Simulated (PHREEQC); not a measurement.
**Buffer**

A solution holds 0.05 mol/kgw H3PO4 and 0.005 mol/kgw Na2B4O7, at 20 °C. Closed to the air; pH follows from the charge balance.

Model: ion-association model, phreeqc.dat, run in PHREEQC.

No solid was allowed to form.

Q: What pH, specific conductance does the model give?

A: pH 1.97; specific conductance 4330 µS/cm.

Q: In which forms is P present?

A: H3PO4 56 %, H2PO4- 44 % of the P.
